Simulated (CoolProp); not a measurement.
Vapour-liquid equilibrium of methanol (1) + ethanol (2) at 1.82 MPa; x and y are mole fractions of (1).

Computed with CoolProp (multi-fluid Helmholtz-energy mixture model, de Reuck 1993 and Schroeder 2014; pair parameters Bell 2016).

**Question.** Give the bubble temperature and the first vapour's composition at x = 0.05, 0.875, 0.95. Is there an azeotrope?

**Answer.** x = 0.05: 175.3 °C, y = 0.063; x = 0.875: 163.4 °C, y = 0.901; x = 0.95: 162.2 °C, y = 0.962. No azeotrope shows between x = 0.05 and 0.95.

The pair parameters rest on a limited set of measurements; away from them the model extrapolates.
